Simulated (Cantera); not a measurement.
Feed: 1 mol K2CO3, 0.97 mol CO2, 0.65 mol O2, at 26.0 Pa.

Equilibrium computed with Cantera from the NASA thermochemical tables; the gas is ideal and each condensed phase is pure. Candidate condensed phases: C, K, KO2, K2CO3, K2O, K2O2; 15 gas species. The numbers say what is thermodynamically allowed, not how fast it happens.

x: gas mole fraction; n: condensed amount in mol.

```csv
T (K),x CO2,x O2,x K,x CO,n K2CO3(s),n K2CO3(l)
900,0.599,0.401,3.48e-9,8.15e-11,1.00,0
975,0.599,0.401,3.64e-7,1.49e-9,1.00,0
1050,0.599,0.401,1.91e-5,1.80e-8,1.000,0
1125,0.598,0.401,0.000580,1.55e-7,1.000,0
1200,0.593,0.396,___,___,0,___
1275,___,___,___,___,0,___
1350,0.385,0.224,0.390,2.02e-5,0,0
1425,0.385,0.224,0.390,7.55e-5,0,0
1500,0.385,0.224,0.390,0.000246,0,0
1575,0.384,0.224,0.390,0.000717,0,0
1650,0.382,0.225,0.390,0.00189,0,0
1725,0.379,0.225,0.389,0.00453,0,0
1800,0.372,0.226,0.388,0.00999,0,0
1875,0.359,0.228,0.385,0.0202,0,0
```

### Question
Some entries are withheld; supply them.

### Answer

- 1275, x CO2: 0.516
- 1275, x O2: 0.332
- 1275, x K: 0.152
- 1275, x CO: 5.09e-6
- 1275, n K2CO3(l): 0.832
- 1200, x K: 0.0110
- 1200, x CO: 1.02e-6
- 1200, n K2CO3(l): 0.991
